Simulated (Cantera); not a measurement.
# Diamond growth

A diamond (100) surface in a fixed gas of H2 with x(CH4) = 0.013, x(H) = 0.026, at 900 K, 0.240 bar; coverages are run to steady state.

Cantera simulation using the Harris–Goodwin 1993 mechanism for the reconstructed diamond (100) surface; the numbers are that mechanism's predictions, not measurements.

```tsv
x(CH3)	growth (µm/h)	θ c6HH	θ c6H*	θ c6*H	θ c6**	θ c6HM
1e-06	0.0760	0.692	0.0116	0.292	0.00452	3.27e-5
2.1e-06	0.160	0.692	0.0116	0.292	0.00452	6.86e-5
4.4e-06	0.334	0.692	0.0116	0.292	0.00452	0.000144
9.4e-06	0.714	0.692	0.0116	0.292	0.00452	0.000307
2e-05	1.52	0.691	0.0116	0.292	0.00451	0.000653
4.2e-05	3.19	0.691	0.0116	0.291	0.00451	0.00137
8.8e-05	6.66	0.689	0.0116	0.291	0.00450	0.00286
0.00019	14.3	0.687	0.0115	0.290	0.00448	0.00616
0.00039	29.1	0.681	0.0114	0.287	0.00443	0.0125
```
θ: site fractions in the mechanism's names (c6HH fully hydrogenated, c6H* and c6*H radical sites, c6** diradical, c6HM methylated).
